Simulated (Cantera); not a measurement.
Standard-state values (1 bar) from the NASA 1993 polynomials, evaluated with Cantera. Values are per mole of reaction as written; species without (g) are pure solids or liquids, kept so even where they would boil at 1 bar.

3 Mg(g) + 3 H2O(g) + N2(g) → 2 NH3(g) + 3 MgO

| T (K) | ΔH° (kJ) | ΔS° (J/K) | ΔG° (kJ) | log10 K |
|---|---|---|---|---|
| 1073 | -1587.1 | -704.9 | -830.7 | 40.44 |
| 1123 | [?] | [?] | [?] | [?] |
| 1173 | -1582.2 | -700.5 | -760.5 | 33.86 |
| 1223 | -1579.7 | -698.4 | -725.5 | 30.99 |
| 1273 | -1577.1 | -696.4 | -690.6 | 28.34 |
| 1323 | -1574.6 | -694.4 | -655.8 | 25.89 |
| 1373 | -1572.0 | -692.5 | -621.2 | 23.63 |
| 1423 | -1569.4 | -690.6 | -586.6 | 21.53 |
| 1473 | [?] | [?] | [?] | [?] |
| 1523 | -1564.1 | -687.0 | -517.7 | 17.76 |
| 1573 | -1561.4 | -685.3 | -483.4 | 16.05 |

Complete the blanks.


- 1123, ΔH° (kJ): -1584.6
- 1123, ΔS° (J/K): -702.7
- 1123, ΔG° (kJ): -795.5
- 1123, log10 K: 37.00
- 1473, ΔH° (kJ): -1566.7
- 1473, ΔS° (J/K): -688.8
- 1473, ΔG° (kJ): -552.1
- 1473, log10 K: 19.58
